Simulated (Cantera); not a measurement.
Source: NASA polynomial tables (part measured, part estimated), evaluated in Cantera. Values are per mole of reaction as written; species without (g) are pure solids or liquids, kept so even where they would boil at 1 bar.

Q: Between 473 and 723 K, where is each reaction favourable under standard conditions?
- NF3(g) + BCl3(g) = 3 F(g) + BN + 3 Cl(g)

A: 
- NF3(g) + BCl3(g) = 3 F(g) + BN + 3 Cl(g): ΔG° is 678 kJ at 473 K and 564 kJ at 723 K; it stays positive (K < 1). ΔH° is 897 kJ and ΔS° 460 J/K at 723 K.
